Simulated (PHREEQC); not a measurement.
# Reverse-osmosis permeate

Synthetic water in mg/L, 25 °C, pH 6.67, pe 2.3:

| constituent | mg/L |
|---|---|
| Na | 0.7 |
| K | 0.459 |
| Ca | 3.11 |
| Mg | 0.479 |
| Cl | 3.92 |
| S(6) as SO4 | 2.79 |
| Alkalinity as HCO3 | 4.24 |
| Ba | 0.00658 |
| N(-3) as NH4 | 0.00257 |

Cl is adjusted to close the charge balance.
Valence states are taken as typed.

Equilibrium calculation in PHREEQC: ion-association model, wateq4f.dat.

The ionic strength is 0.000362 mol/kgw.

```tsv
species	molality	activity	log γ
Cl-	0.000109	0.000107	-0.009
Ca+2	7.72e-5	7.08e-5	-0.038
HCO3-	6.95e-5	6.81e-5	-0.009
CO2	3.27e-5	3.27e-5	0.000
Na+	3.04e-5	2.98e-5	-0.009
SO4-2	2.86e-5	2.62e-5	-0.038
Mg+2	1.96e-5	1.80e-5	-0.037
K+	1.17e-5	1.15e-5	-0.009
CaSO4	3.70e-7	3.70e-7	0.000
H+	2.18e-7	2.14e-7	-0.009
NH4+	1.42e-7	1.39e-7	-0.009
MgSO4	1.10e-7	1.10e-7	0.000
CaHCO3+	6.28e-8	6.14e-8	-0.009
```

This is a speciation only: nothing precipitates in the calculation.
